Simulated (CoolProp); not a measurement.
The numbers come from the reference Helmholtz-energy equation of state, Lemmon and Jacobsen 2000 in CoolProp.

### Question
Give the vapour pressure (MPa), liquid density (kg/m³), liquid cp (kJ/(kg K)), vapour Z of saturated R143a at -57.25, -44.55, 19.25 °C.

### Answer
| T (°C) | p (MPa) | liquid density (kg/m³) | liquid cp (kJ/(kg K)) | vapour Z |
|---|---|---|---|---|
| -57.25 | 0.0615 | 1190 | 1.30 | 0.964 |
| -44.55 | 0.115 | 1160 | 1.33 | 0.947 |
| 19.25 | 1.08 | 954 | 1.62 | 0.767 |
